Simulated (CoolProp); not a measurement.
The fluid at 539.12 K and 1.84 MPa flows at 13 m/s in a round tube of 20 mm bore and 0.25 µm roughness, fully developed (64/Re and Nu = 3.66 if laminar; Colebrook and Gnielinski if turbulent). The same conditions are run with several fluids, on thermodynamics alone (safety and materials aside).

Model: reference Helmholtz-energy equation of state of each fluid (o-xylene: Zhou 2012; p-xylene: Zhou 2012; n-nonane: Lemmon 2006; m-xylene: Zhou 2012; ethylbenzene: Zhou 2012), in CoolProp.

```tsv
fluid	Reynolds number	Darcy friction factor	pressure drop (Pa/m)	heat-transfer coefficient (W/(m² K))	mass flow (kg/h)
o-xylene	(withheld)	0.0113	30300	18200	9280
p-xylene	1670000	0.0111	28100	19000	8840
n-nonane	(withheld)	0.0113	23100	17700	(withheld)
m-xylene	1660000	0.0111	(withheld)	18800	8880
ethylbenzene	(withheld)	0.0111	28500	19100	8940
```

Some entries are withheld; supply them.


- o-xylene, Reynolds number: 1400000
- n-nonane, Reynolds number: 1420000
- n-nonane, mass flow (kg/h): 7100
- m-xylene, pressure drop (Pa/m): 28300
- ethylbenzene, Reynolds number: 1630000

Transport values come from each fluid's own correlations; those of ethylbenzene are estimates that may be off by 10 % or more.
